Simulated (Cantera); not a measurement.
# Ammonia decomposition in nitride growth gas

A perfectly stirred reactor is fed with 82.6 % NH3, 17.4 % H2, at 48000 Pa; it is held at 1623 K, and followed from long to short residence time.

Model: the gas-phase N/H chemistry of the illustrative SiF4/NH3 mechanism in the Surface Chemkin manual (1991), integrated in Cantera. Walls and surfaces, which speed up NH3 decomposition in real reactors, are not modelled.

```csv
τ (s),x NH3,x H2,x H,x N,x N2
0.42,0.780,0.207,1.18e-5,8.81e-9,0.0125
0.23,0.800,0.192,1.09e-5,8.62e-9,0.00706
0.13,0.812,0.184,1.04e-5,8.46e-9,0.00403
0.071,0.818,0.179,1.00e-5,8.26e-9,0.00219
0.039,0.822,0.177,9.75e-6,7.99e-9,0.00118
0.022,0.824,0.175,9.49e-6,7.58e-9,0.000642
0.012,0.825,0.174,9.11e-6,6.87e-9,0.000323
0.0067,0.826,0.174,8.53e-6,5.76e-9,0.000156
0.0037,0.826,0.174,7.56e-6,4.12e-9,6.57e-5
0.0020,0.826,0.174,5.99e-6,2.15e-9,2.10e-5
0.0011,0.826,0.174,4.10e-6,7.20e-10,4.92e-6
```
x: mole fraction; the columns are a selection and need not sum to one.
